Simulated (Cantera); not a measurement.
An adiabatic, constant-volume homogeneous reactor starts with CO : H2 : O2 : N2 = 1 : 0.29 : 0.787 : 2.96 (molar parts), at 1400 K and 1000000 Pa.

Computed with Cantera and GRI-Mech 3.0 (53 species, 325 reactions). The hydrogen kinetics of GRI-Mech 3.0 are dated; newer H2 mechanisms differ, most at raised pressure. Above 3000 K some thermodynamic fits are extrapolated.

Predict: time of steepest temperature rise; temperature at 3.00 s; equilibrium temperature; x(CO) at 3.00 s; x(H2) at 3.00 s; x(O2) at 3.00 s; x(NO) at 3.00 s; x(H2O) at 3.00 s; x(OH) at 3.00 s.


```json
{
  "time_of_steepest_temperature_rise": "3.99 µs",
  "temperature at 3.00 s": "3015 K",
  "equilibrium_temperature": "3015 K",
  "x(CO) at 3.00 s": "0.0593 (gas-phase equilibrium 0.0593)",
  "x(H2) at 3.00 s": "0.00267 (gas-phase equilibrium 0.00267)",
  "x(O2) at 3.00 s": "0.0461 (gas-phase equilibrium 0.0461)",
  "x(NO) at 3.00 s": "0.0206 (gas-phase equilibrium 0.0206)",
  "x(H2O) at 3.00 s": "0.0533 (gas-phase equilibrium 0.0533)",
  "x(OH) at 3.00 s": "0.0131 (gas-phase equilibrium 0.0131)"
}
```
